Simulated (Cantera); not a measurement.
Cantera run, input and output.

```python
import numpy as np
import cantera as ct

gas = ct.Solution("gri30.yaml")
gas.TPX = 673, 230000, {'H2': 1, 'O2': 0.521, 'N2': 1.96, 'NO': 0.0054}
inlet = ct.Reservoir(gas, clone=True)
gas.equilibrate("HP")  # start burning
reactor = ct.IdealGasConstPressureReactor(gas, energy="on", clone=False)
exhaust = ct.Reservoir(gas, clone=True)
tau = [0.31, 0.11, 0.038, 0.013, 0.0047, 0.0017, 0.00059, 0.00021, 7.3e-05][0]
for a, b in ((inlet, reactor), (reactor, exhaust)):
    ct.MassFlowController(a, b, mdot=lambda t: reactor.mass / tau)
net = ct.ReactorNet([reactor])
show = ['H2', 'O2', 'NO', 'O', 'H2O2']

rows = []
print(f"{'tau/s':>10s}{'T/K':>9s}" + "".join(f"{s:>11s}" for s in show))
for tau in [0.31, 0.11, 0.038, 0.013, 0.0047, 0.0017, 0.00059, 0.00021, 7.3e-05]:
    net.initial_time = 0.0
    net.advance(30 * tau)
    before = gas.X
    net.advance(40 * tau)
    drift = np.max(np.abs(gas.X - before) / (gas.X + 1e-9))
    rows.append([gas.T, *gas[show].X, drift])
    print(f"{tau:10.3e}{gas.T:9.1f}" + "".join(f"{x:11.3e}" for x in gas[show].X))
```

Output:

```
     tau/s      T/K         H2         O2         NO          O       H2O2
 3.100e-01   2573.0  1.666e-02  1.051e-02  5.253e-03  1.402e-03  3.906e-07
 1.100e-01   2572.7  1.669e-02  1.056e-02  5.191e-03  1.410e-03  3.912e-07
 3.800e-02   2571.6  1.680e-02  1.067e-02  5.019e-03  1.432e-03  3.930e-07
 1.300e-02   2568.3  1.710e-02  1.098e-02  4.599e-03  1.494e-03  3.974e-07
 4.700e-03   2559.3  1.792e-02  1.163e-02  3.862e-03  1.643e-03  4.054e-07
 1.700e-03   2535.1  1.997e-02  1.286e-02  2.987e-03  2.001e-03  4.176e-07
 5.900e-04   2475.8  2.453e-02  1.509e-02  2.315e-03  2.875e-03  4.451e-07
 2.100e-04   2367.9  3.158e-02  1.853e-02  1.968e-03  4.618e-03  5.242e-07
 7.300e-05   2205.4  3.995e-02  2.324e-02  1.821e-03  7.449e-03  7.266e-07
```

Model: GRI-Mech 3.0 (53 species, 325 reactions), integrated in Cantera. The hydrogen kinetics of GRI-Mech 3.0 are dated; newer H2 mechanisms differ, most at raised pressure. The mechanism lacks 2 NO + O2 → 2 NO2 and HONO, so NO2 and the effect of NO are under-described below about 1400 K.
